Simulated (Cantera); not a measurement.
An isothermal, constant-pressure homogeneous reactor starts with 78.1 % NO, 21.9 % N2, at 1700 K and 0.320 bar.

Detailed kinetics in Cantera: GRI-Mech 3.0 (53 species, 325 reactions).

Question: Predict: x(NO) at 80.0 s; x(O2) at 80.0 s; x(O) at 80.0 s; x(N2O) at 80.0 s; x(N2) at 80.0 s.

Answer: 
- x(NO) at 80.0 s: 0.126 (gas-phase equilibrium 0.00348)
- x(O2) at 80.0 s: 0.327 (gas-phase equilibrium 0.389)
- x(O) at 80.0 s: 4.57e-5 (gas-phase equilibrium 4.96e-5)
- x(N2O) at 80.0 s: 5.58e-6 (gas-phase equilibrium 1.01e-7)
- x(N2) at 80.0 s: 0.546 (gas-phase equilibrium 0.608)
